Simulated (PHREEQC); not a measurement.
NaOH is added in steps, without added water, to 1 kg of water holding 64 mmol/kgw HF, 1.7 mmol/kgw KF and 0.054 mmol/kgw (NH4)2SiF6, at 60 °C. Oxygen alone is held at its pressure in air (log pO2 = -0.68). The system is closed to CO2. The run lets SiO2(a) precipitate or redissolve, and no other solid.

Base run: PHREEQC, ion-association model, phreeqc.dat. Each further column changes one thing. The table gives pH.

| NaOH added (mol) | base | database wateq4f.dat | all activity coefficients set to 1 | metal-ligand complexes left out | Davies equation for every ion |
|---|---|---|---|---|---|
| 0 | 2.37 | 2.39 | 2.37 | 2.37 | 2.37 |
| 0.006 | 2.61 | 2.64 | 2.64 | 2.61 | 2.62 |
| 0.012 | 2.83 | 2.86 | 2.88 | 2.83 | 2.83 |
| 0.018 | 3.02 | 3.04 | 3.08 | 3.02 | 3.02 |
| 0.021 | 3.11 | 3.13 | 3.17 | 3.11 | 3.11 |
| 0.027 | 3.28 | 3.29 | 3.35 | 3.28 | 3.28 |
| 0.033 | 3.44 | 3.46 | 3.52 | 3.45 | 3.45 |
| 0.039 | 3.61 | 3.63 | 3.70 | 3.62 | 3.62 |
| 0.045 | 3.81 | 3.81 | 3.90 | 3.81 | 3.81 |
| 0.051 | 4.03 | 4.04 | 4.13 | 4.04 | 4.04 |
| 0.054 | 4.18 | 4.18 | 4.28 | 4.19 | 4.19 |
| 0.06 | 4.63 | 4.64 | 4.74 | 4.64 | 4.64 |
| 0.066 | 10.12 | 10.14 | 10.23 | 10.12 | 10.13 |
| 0.072 | 10.79 | 10.80 | 10.90 | 10.79 | 10.79 |

Constants without temperature data keep their 25 °C values here. SiF6-2 is the database's only silicon fluoride. wateq4f.dat counts part of the HF as a dimer, H2F2, which phreeqc.dat doesn't know; its constant is uncertain. phreeqc.dat and wateq4f.dat share most of their constants, so their agreement is no independent check.
